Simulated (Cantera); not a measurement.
## Cu2O + CO (carbothermic reduction)

Input: 1 mol Cu2O, 6.8 mol CO, held at 0.0900 Torr.

Method: chemical equilibrium by Gibbs-energy minimisation in Cantera with the NASA 1993 tables (ideal gas, pure condensed phases). Candidate condensed phases: C, Cu, CuO, Cu2O; 15 gas species. Rates play no part.

```tsv
T (°C)	log p CO	log p Cu	log p CO2	log p O
1602	-4.10	-4.56	-4.87	-7.75
1652	-4.10	-4.56	-4.87	-7.36
1702	-4.10	-4.56	-4.87	-7.00
1752	-4.10	-4.57	-4.88	-6.66
1802	-4.10	-4.57	-4.89	-6.34
1852	-4.10	-4.57	-4.92	-6.06
1902	-4.10	-4.57	-4.96	-5.80
1952	-4.09	-4.58	-5.03	-5.58
2002	-4.09	-4.58	-5.12	-5.41
```
log p: log10 of the partial pressure in bar; nothing condenses.

From 1602 °C to 2002 °C nothing is condensed. The main Cu-bearing gas is Cu throughout.
